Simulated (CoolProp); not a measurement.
Computed with CoolProp (reference Helmholtz-energy equation of state, Lemmon and Jacobsen 2000).

### Question
For R143a, give the phase and the density (kg/m³), cv (kJ/(kg K)), speed of sound (m/s), expansivity (1/kK) at 322.3 K and 21200 kPa; 373.1 K and 21200 kPa; 398.5 K and 21200 kPa.

### Answer
- 322.3 K and 21200 kPa: liquid; density 986, cv 1.02, speed of sound 547, expansivity 2.59
- 373.1 K and 21200 kPa: supercritical; density 849, cv 1.09, speed of sound 415, expansivity 3.32
- 398.5 K and 21200 kPa: supercritical; density 777, cv 1.13, speed of sound 365, expansivity 3.70
